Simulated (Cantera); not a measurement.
Feed: 1 mol Si, 0.0066 mol H2O, 520 mol H2, at 17000 Pa.

Cantera equilibrium calculation (NASA polynomials, part measured and part estimated; ideal gas, pure solids and liquids). Candidate condensed phases: H2O, Si, SiO2; 18 gas species. Mutual solubility and eutectic melting of coexisting phases are not modelled. The tables hold silica as quartz up to 1696 K and as liquid above; real silica turns to tridymite and cristobalite and melts near 1996 K. Gases not in the tables: Si2H6 and higher silanes. Equilibrium is a limit: real reactors are often held back by kinetics, nucleation or transport.

**Question.** Which condensed phases are stable at each of these points (T (°C)): 677, 752, 827, 902, 977, 1052, 1127, 1202, 1277, 1352, 1427, 1502, 1577, 1652?

**Answer.** 
```
T (°C)        condensed phases  Si condensed (%)
------  ----------------------  ----------------
677     Si(s) + SiO2(β-quartz)             100.0
752     Si(s) + SiO2(β-quartz)             100.0
827     Si(s) + SiO2(β-quartz)             100.0
902     Si(s) + SiO2(β-quartz)              99.9
977     Si(s) + SiO2(β-quartz)              99.3
1052                     Si(s)              99.3
1127                     Si(s)              99.3
1202                     Si(s)              99.3
1277                     Si(s)              99.2
1352                     Si(s)              98.9
1427                     Si(l)              98.2
1502                     Si(l)              97.0
1577                     Si(l)              94.3
1652                     Si(l)              88.5
```

From 677 °C to 977 °C the condensed part is Si(s) + SiO2(β-quartz). From 1052 °C to 1352 °C the condensed part is Si(s). From 1427 °C to 1652 °C the condensed part is Si(l).
